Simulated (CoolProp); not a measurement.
Saturation properties of methanol (Tc = 513.4 K, pc = 8.216 MPa, ω = 0.565).

The numbers come from the reference Helmholtz-energy equation of state, de Reuck 1993 in CoolProp.

```json
[
 {"T (K)": "287", "p (MPa)": "0.009278", "enthalpy of vaporisation (kJ/kg)": "1186", "liquid viscosity (µPa s)": "643", "vapour viscosity (µPa s)": "9.27"},
 {"T (K)": "304.2", "p (MPa)": "0.02309", "enthalpy of vaporisation (kJ/kg)": "1160", "liquid viscosity (µPa s)": "499", "vapour viscosity (µPa s)": "9.81"},
 {"T (K)": "321.3", "p (MPa)": "0.05136", "enthalpy of vaporisation (kJ/kg)": "1131", "liquid viscosity (µPa s)": "397", "vapour viscosity (µPa s)": "10.3"},
 {"T (K)": "338.5", "p (MPa)": "0.1048", "enthalpy of vaporisation (kJ/kg)": "1099", "liquid viscosity (µPa s)": "323", "vapour viscosity (µPa s)": "10.8"},
 {"T (K)": "355.7", "p (MPa)": "0.1982", "enthalpy of vaporisation (kJ/kg)": "1064", "liquid viscosity (µPa s)": "267", "vapour viscosity (µPa s)": "11.3"},
 {"T (K)": "372.8", "p (MPa)": "0.3499", "enthalpy of vaporisation (kJ/kg)": "1023", "liquid viscosity (µPa s)": "224", "vapour viscosity (µPa s)": "11.8"},
 {"T (K)": "390", "p (MPa)": "0.5862", "enthalpy of vaporisation (kJ/kg)": "975.6", "liquid viscosity (µPa s)": "189", "vapour viscosity (µPa s)": "12.3"},
 {"T (K)": "407.1", "p (MPa)": "0.9339", "enthalpy of vaporisation (kJ/kg)": "920.6", "liquid viscosity (µPa s)": "160", "vapour viscosity (µPa s)": "12.7"},
 {"T (K)": "424.3", "p (MPa)": "1.432", "enthalpy of vaporisation (kJ/kg)": "855.4", "liquid viscosity (µPa s)": "136", "vapour viscosity (µPa s)": "13.1"},
 {"T (K)": "441.5", "p (MPa)": "2.120", "enthalpy of vaporisation (kJ/kg)": "779.7", "liquid viscosity (µPa s)": "115", "vapour viscosity (µPa s)": "13.6"},
 {"T (K)": "458.6", "p (MPa)": "3.035", "enthalpy of vaporisation (kJ/kg)": "696.9", "liquid viscosity (µPa s)": "96.9", "vapour viscosity (µPa s)": "14.2"}
]
```

It boils at 337.6 K under 1 atm.

Viscosity comes from a separate model (Xiang 2006).
